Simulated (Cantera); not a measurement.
Input: 1 mol AlCl₃, 7.2 mol HCl, 4.9 mol N₂, a varied amount of NH₃, at 1000 °C and 0.0133 bar.

Method: chemical equilibrium by Gibbs-energy minimisation in Cantera with the NASA 1993 tables (ideal gas, pure condensed phases). Candidate condensed phases: Al, AlCl₃, AlN, NH₄Cl; 20 gas species. Rates play no part.

Task: Which condensed phases are stable at each of these points (n(NH₃) (mol)): 6, 15, 24, 33, 42, 51, 60, 69, 78, 87, 96?

Result: 
| n(NH₃) (mol) | condensed phases | Al condensed (%) |
|---|---|---|
| 6 | gas only | 0.0 |
| 15 | gas only | 0.0 |
| 24 | gas only | 0.0 |
| 33 | gas only | 0.0 |
| 42 | gas only | 0.0 |
| 51 | gas only | 0.0 |
| 60 | gas only | 0.0 |
| 69 | AlN(s) | 5.1 |
| 78 | AlN(s) | 15.2 |
| 87 | AlN(s) | 23.9 |
| 96 | AlN(s) | 31.4 |

From 6 mol NH₃ to 60 mol NH₃ nothing is condensed. From 69 mol NH₃ to 96 mol NH₃ the condensed part is AlN(s).
